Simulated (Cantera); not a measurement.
A Cantera script and its output.

```python
import numpy as np
import cantera as ct

gas = ct.Solution("gri30.yaml", transport_model="multicomponent")
show = ['CH4', 'H', 'OH']

rows = []
print(f"{'T/K':>7s}{'rho':>11s}{'cp':>10s}{'mu':>11s}{'lambda':>11s}{'Pr':>7s}" + "".join(f"{'D_' + s:>11s}" for s in show))
for T in [400, 650, 900, 1150, 1400, 1650]:
    gas.TPX = T, 380, {'CO2': 0.71, 'O2': 0.46}
    Pr = gas.cp_mass * gas.viscosity / gas.thermal_conductivity
    D = [gas.mix_diff_coeffs_mole[gas.species_index(s)] for s in show]
    rows.append([gas.density, gas.cp_mass, gas.viscosity, gas.thermal_conductivity, Pr, *D])
    print(f"{T:7g}{gas.density:11.4e}{gas.cp_mass:10.1f}{gas.viscosity:11.4e}"
          f"{gas.thermal_conductivity:11.4e}{Pr:7.3f}" + "".join(f"{d:11.4e}" for d in D))
print("SI units: kg/m3, J/kg/K, Pa s, W/m/K, m2/s")
```

Output:

```
    T/K        rho        cp         mu     lambda     Pr      D_CH4        D_H       D_OH
    400 4.4889e-03     939.0 2.1624e-05 2.8260e-02  0.719 8.5694e-03 4.8891e-02 1.2139e-02
    650 2.7624e-03    1075.4 3.1775e-05 4.7153e-02  0.725 2.0184e-02 1.1525e-01 2.8078e-02
    900 1.9950e-03    1162.1 4.0249e-05 6.4383e-02  0.726 3.5261e-02 2.0141e-01 4.8676e-02
   1150 1.5613e-03    1217.8 4.7715e-05 7.9935e-02  0.727 5.3370e-02 3.0491e-01 7.3393e-02
   1400 1.2825e-03    1256.0 5.4500e-05 9.4184e-02  0.727 7.4239e-02 4.2418e-01 1.0188e-01
   1650 1.0882e-03    1283.5 6.0792e-05 1.0743e-01  0.726 9.7678e-02 5.5814e-01 1.3388e-01
SI units: kg/m3, J/kg/K, Pa s, W/m/K, m2/s
```

Cantera simulation using GRI-Mech 3.0 (53 species, 325 reactions); the numbers are that mechanism's predictions, not measurements.
